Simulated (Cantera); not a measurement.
Equilibrium for sublimation and decomposition of ceramics: SiC + Si + H₂

Input: 1 mol SiC, a varied amount of Si, 0.54 mol H₂, equilibrated at 2548.15 K and 0.133 bar.

Equilibrium computed with Cantera from the NASA thermochemical tables; the gas is ideal and each condensed phase is pure. Candidate condensed phases: C, C₆H₆, C₇H₈, C₈H₁₈, Si, SiC; 87 gas species. Mutual solubility and eutectic melting of coexisting phases are not modelled. Gases not in the tables: Si₂H₆ and higher silanes. Equilibrium is a limit: real reactors are often held back by kinetics, nucleation or transport.

```
n(Si) (mol)   x H₂     x H    x Si   x Si₂C  n SiC(s)  n Si(l)
-----------  -----  ------  ------  -------  --------  -------
0.013        0.883  0.0796  0.0245  0.00396     0.991        0
0.019        0.878  0.0794  0.0299  0.00484     0.992        0
0.029        0.867  0.0789  0.0401  0.00647     0.993        0
0.042        0.854  0.0783  0.0507  0.00819     0.993  0.00284
0.061        0.854  0.0783  0.0507  0.00819     0.993   0.0218
0.089        0.854  0.0783  0.0507  0.00819     0.993   0.0498
0.13         0.854  0.0783  0.0507  0.00819     0.993   0.0908
0.19         0.854  0.0783  0.0507  0.00819     0.993    0.151
0.28         0.854  0.0783  0.0507  0.00819     0.993    0.241
0.41         0.854  0.0783  0.0507  0.00819     0.993    0.371
```
x: gas mole fraction; n: condensed amount in mol.

From 0.013 mol Si to 0.029 mol Si the condensed part is SiC(s). From 0.042 mol Si to 0.41 mol Si the condensed part is Si(l) + SiC(s). The main Si-bearing gas is Si throughout. The share of Si in condensed phases is highest at 0.013 mol Si (97.8 %) and lowest at 0.042 mol Si (95.5 %).
